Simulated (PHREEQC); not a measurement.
A solution holds 0.017 mol Cs2CO3 and 0.0034 mol KOH per kg of water, at 25 °C. Closed to the air; pH follows from the charge balance.

Computed with PHREEQC (ion-association model, wateq4f.dat).

Task: The ionic strength comes out as 0.0538 mol/kgw. What activity coefficients do K+, OH-, Cs+, HCO3-, CO3-2 get?

Result: K+ 0.81, OH- 0.81, Cs+ 0.82, HCO3- 0.82, CO3-2 0.46.

No solid was allowed to form. Species that the database lacks are ignored.
